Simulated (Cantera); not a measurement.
What does this Cantera script print?

```python
import numpy as np
import cantera as ct

gas = ct.Solution("gri30.yaml", transport_model="multicomponent")
show = ['OH', 'C2H2', 'CH4']

rows = []
print(f"{'T/K':>7s}{'rho':>11s}{'cp':>10s}{'mu':>11s}{'lambda':>11s}{'Pr':>7s}" + "".join(f"{'D_' + s:>11s}" for s in show))
for T in [400, 500, 600, 700, 800, 900]:
    gas.TPX = T, 190000, {'C2H4': 0.53}
    Pr = gas.cp_mass * gas.viscosity / gas.thermal_conductivity
    D = [gas.mix_diff_coeffs_mole[gas.species_index(s)] for s in show]
    rows.append([gas.density, gas.cp_mass, gas.viscosity, gas.thermal_conductivity, Pr, *D])
    print(f"{T:7g}{gas.density:11.4e}{gas.cp_mass:10.1f}{gas.viscosity:11.4e}"
          f"{gas.thermal_conductivity:11.4e}{Pr:7.3f}" + "".join(f"{d:11.4e}" for d in D))
print("SI units: kg/m3, J/kg/K, Pa s, W/m/K, m2/s")
```

Result:

```
    T/K        rho        cp         mu     lambda     Pr       D_OH     D_C2H2      D_CH4
    400 1.6027e+00    1876.5 1.3349e-05 3.3468e-02  0.748 2.1990e-05 1.1492e-05 1.5529e-05
    500 1.2822e+00    2220.0 1.6342e-05 4.8402e-02  0.750 3.2635e-05 1.7407e-05 2.3310e-05
    600 1.0685e+00    2528.6 1.9101e-05 6.4386e-02  0.750 4.4819e-05 2.4251e-05 3.2263e-05
    700 9.1583e-01    2785.0 2.1665e-05 8.0425e-02  0.750 5.8431e-05 3.1949e-05 4.2298e-05
    800 8.0135e-01    2990.8 2.4066e-05 9.5982e-02  0.750 7.3387e-05 4.0442e-05 5.3344e-05
    900 7.1231e-01    3167.1 2.6332e-05 1.1128e-01  0.749 8.9618e-05 4.9685e-05 6.5347e-05
SI units: kg/m3, J/kg/K, Pa s, W/m/K, m2/s
```

Model: GRI-Mech 3.0 (53 species, 325 reactions), integrated in Cantera.
